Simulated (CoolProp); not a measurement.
Properties of hydrogen chloride along the isotherm 36.75 °C.

Computed with CoolProp (reference Helmholtz-energy equation of state, Thol 2018).

| p (kPa) | phase | density (kg/m³) | cp (kJ/(kg K)) | cv (kJ/(kg K)) | speed of sound (m/s) | expansivity (1/kK) |
|---|---|---|---|---|---|---|
| 131 | gas | 1.866 | 0.8107 | 0.5759 | 313.2 | 3.297 |
| 299 | gas | 4.299 | 0.8263 | 0.5824 | 311.6 | 3.391 |
| 681 | gas | 9.999 | 0.8645 | 0.5979 | 307.9 | 3.622 |
| 1550 | gas | 23.97 | 0.9688 | 0.6368 | 299.2 | 4.267 |
| 3530 | gas | 63.48 | 1.374 | 0.7523 | 276.6 | 6.918 |
| 8030 | liquid | 769.8 | 2.843 | 0.9055 | 441.1 | 10.04 |
| 18300 | liquid | 863.3 | 1.973 | 0.8670 | 618.9 | 4.606 |
| 41600 | liquid | 956.2 | 1.643 | 0.8637 | 813.3 | 2.690 |
